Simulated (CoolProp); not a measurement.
Vapour-liquid equilibrium of R22 (1) + C3F8 (R218) (2) at 0.0288 MPa; x and y are mole fractions of (1).

Model: multi-fluid Helmholtz-energy mixture model, Kamei 1995 and Lemmon 2006; pair parameters Bell 2016, in CoolProp.

```
x     bubble temperature, mixture model (K)  bubble temperature, Raoult's law (K)  y, mixture model  y, Raoult's law
----  -------------------------------------  ------------------------------------  ----------------  ---------------
0.05                                  209.0                                 211.8             0.198            0.060
0.2                                   204.4                                 211.2             0.468            0.233
0.35                                  202.9                                 210.7             0.556            0.396
0.5                                   202.6                                 210.2             0.583            0.549
0.65                                  202.6                                 209.7             0.592            0.693
0.8                                   202.9                                 209.3             0.619            0.829
0.95                                  205.6                                 208.8             0.794            0.959
```

The largest gap from Raoult's law is -7.8 K in bubble temperature, at x = 0.35. y crosses x between x = 0.5 and 0.65: the model has an azeotrope there.

Pair parameters are fitted to limited data, so mixtures are less certain than the pure fluids.
